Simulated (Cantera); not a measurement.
Input: 1 mol Fe, 0.011 mol CO2, 17 mol H2, 0.17 mol O2, held at 975 K and 75.0 Torr.

These are equilibrium values from Cantera (NASA tables, ideal gas, pure condensed phases), not measurements of a reactor. Candidate condensed phases: C, C6H6, C7H8, C8H18, Fe, Fe(CO)5, FeO, Fe(OH)2, Fe(OH)3, Fe2O3, Fe3O4, H2O; 114 gas species. Kinetics and transport are ignored.

Base state: H2 0.979, H2O 0.0206, CO 0.000605, CH4 2.08e-5, CO2 2.04e-5 (mole fractions); condensed: Fe(α).

Task: What changes in the equilibrium state with this change: CO2 from 0.011 to 10 mol?

Result: 
| species | before | after |
|---|---|---|
| H2 | 0.979 | 0.437 |
| CO | 0.000605 | 0.217 |
| H2O | 0.0206 | 0.193 |
| CO2 | 2.04e-5 | 0.153 |
| CH4 | 2.08e-5 | 7.08e-5 |
| Fe(α), mol | 1.00 | 0 |
| FeO(s), mol | 0 | 1.00 |
The tables' stoichiometric FeO is somewhat more stable than real wüstite, so its field is too wide. FeO: taken at fixed stoichiometry.
